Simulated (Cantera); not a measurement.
What does this Cantera script print?

```python
import numpy as np
import cantera as ct

gas_names = """
    CL CL2 H HCL H2 N NH NH2 NH3 N2 N2H2 N2H4 Si SiCL SiCL2 SiCL3 SiCL4 SiH SiHCL3 SiH2 SiH2CL2 SiH3
    SiH3CL SiH4 SiN Si2 Si2N Si3
""".split()
cond_names = """
    NH4CL(a) NH4CL(b) Si(cr) Si(L) Si3N4(a)
""".split()


# ... load() reads the species with a 1 bar reference pressure and builds the phases ...
atoms = {
    'SiH4': {'Si': 1, 'H': 4},
    'HCl': {'H': 1, 'CL': 1},
    'N2': {'N': 2},
}
top_T = {'Si3N4(a)': 2400}  # K; cautious upper limits of use, not melting points


# ... equilibrate(T, P, feed) seeds the gas with the atoms and calls Mixture.equilibrate('TP', solver="vcs", rtol=1e-11, max_steps=5000) ...
results = []
feed = {'SiH4': 1, 'HCl': 4.5, 'N2': 7.4}  # mol
P = 8200  # Pa
for T in [1148, 1198, 1248, 1298, 1348, 1398, 1448, 1498, 1548, 1598, 1648, 1698, 1748, 1798]:
    mix = equilibrate(T, P, feed)
    results.append((T, P, feed, dict(zip(mix.species_names, mix.species_moles))))
    x = sorted(zip(gas.X, gas.species_names), reverse=True)
    print(f"T = {T:g} K  P = {P:g} Pa  gas = {mix.phase_moles(0):.4g} mol")
    print("   x: " + "  ".join(f"{s} {v:.3e}" for v, s in x if v > 0.0001))
    print("   condensed (mol): " + ("  ".join(f"{mix.phase(i).name} {mix.phase_moles(i):.4g}"
          for i in range(1, mix.n_phases) if mix.phase_moles(i) > 1e-12) or "none"))
```

Result:

```
T = 1148 K  P = 8200 Pa  gas = 13.15 mol
   x: N2 5.241e-01  HCL 2.692e-01  H2 1.884e-01  SiCL4 1.789e-02  SiHCL3 2.512e-04  SiCL3 1.838e-04
   condensed (mol): Si3N4(a) 0.2529
T = 1198 K  P = 8200 Pa  gas = 13.16 mol
   x: N2 5.233e-01  HCL 2.728e-01  H2 1.864e-01  SiCL4 1.676e-02  SiCL3 3.606e-04  SiHCL3 3.081e-04
   condensed (mol): Si3N4(a) 0.2566
T = 1248 K  P = 8200 Pa  gas = 13.17 mol
   x: N2 5.227e-01  HCL 2.756e-01  H2 1.848e-01  SiCL4 1.565e-02  SiCL3 6.655e-04  SiHCL3 3.696e-04  SiCL2 2.041e-04
   condensed (mol): Si3N4(a) 0.2592
T = 1298 K  P = 8200 Pa  gas = 13.18 mol
   x: N2 5.222e-01  HCL 2.776e-01  H2 1.836e-01  SiCL4 1.451e-02  SiCL3 1.159e-03  SiCL2 5.534e-04  SiHCL3 4.331e-04
   condensed (mol): Si3N4(a) 0.2602
T = 1348 K  P = 8200 Pa  gas = 13.19 mol
   x: N2 5.219e-01  HCL 2.782e-01  H2 1.829e-01  SiCL4 1.325e-02  SiCL3 1.904e-03  SiCL2 1.375e-03  SiHCL3 4.941e-04
   condensed (mol): Si3N4(a) 0.2585
T = 1398 K  P = 8200 Pa  gas = 13.21 mol
   x: N2 5.218e-01  HCL 2.769e-01  H2 1.829e-01  SiCL4 1.174e-02  SiCL2 3.137e-03  SiCL3 2.936e-03  SiHCL3 5.443e-04
   condensed (mol): Si3N4(a) 0.2525
T = 1448 K  P = 8200 Pa  gas = 13.25 mol
   x: N2 5.222e-01  HCL 2.725e-01  H2 1.841e-01  SiCL4 9.892e-03  SiCL2 6.551e-03  SiCL3 4.199e-03  SiHCL3 5.717e-04
   condensed (mol): Si3N4(a) 0.2396
T = 1498 K  P = 8200 Pa  gas = 13.32 mol
   x: N2 5.230e-01  HCL 2.639e-01  H2 1.868e-01  SiCL2 1.244e-02  SiCL4 7.727e-03  SiCL3 5.487e-03  SiHCL3 5.627e-04
   condensed (mol): Si3N4(a) 0.2169
T = 1548 K  P = 8200 Pa  gas = 13.41 mol
   x: N2 5.245e-01  HCL 2.501e-01  H2 1.915e-01  SiCL2 2.133e-02  SiCL3 6.448e-03  SiCL4 5.456e-03  SiHCL3 5.104e-04
   condensed (mol): Si3N4(a) 0.1824
T = 1598 K  P = 8200 Pa  gas = 13.53 mol
   x: N2 5.267e-01  HCL 2.312e-01  H2 1.982e-01  SiCL2 3.297e-02  SiCL3 6.768e-03  SiCL4 3.438e-03  SiHCL3 4.230e-04
   condensed (mol): Si3N4(a) 0.1367
T = 1648 K  P = 8200 Pa  gas = 13.66 mol
   x: N2 5.295e-01  HCL 2.087e-01  H2 2.065e-01  SiCL2 4.631e-02  SiCL3 6.397e-03  SiCL4 1.948e-03  SiHCL3 3.218e-04  H 1.413e-04  CL 1.120e-04
   condensed (mol): Si3N4(a) 0.08291
T = 1698 K  P = 8200 Pa  gas = 13.8 mol
   x: N2 5.327e-01  H2 2.156e-01  HCL 1.845e-01  SiCL2 6.004e-02  SiCL3 5.555e-03  SiCL4 1.016e-03  H 2.345e-04  SiHCL3 2.284e-04  CL 1.561e-04
   condensed (mol): Si3N4(a) 0.02583
T = 1748 K  P = 8200 Pa  gas = 13.86 mol
   x: N2 5.338e-01  H2 2.191e-01  HCL 1.743e-01  SiCL2 6.683e-02  SiCL3 4.554e-03  SiCL4 5.536e-04  H 3.735e-04  CL 2.293e-04  SiHCL3 1.531e-04
   condensed (mol): none
T = 1798 K  P = 8200 Pa  gas = 13.88 mol
   x: N2 5.333e-01  H2 2.182e-01  HCL 1.754e-01  SiCL2 6.786e-02  SiCL3 3.716e-03  H 5.744e-04  CL 3.535e-04  SiCL4 3.294e-04  SiHCL3 1.023e-04
   condensed (mol): none
```

These are equilibrium values from Cantera (NASA tables, ideal gas, pure condensed phases), not measurements of a reactor. N2 is the only nitrogen source here; it is nearly inert below about 1500 K, so the nitride shown seldom forms there in practice. The tables' values for SiCl3, SiCl are old estimates; treat these amounts as uncertain.
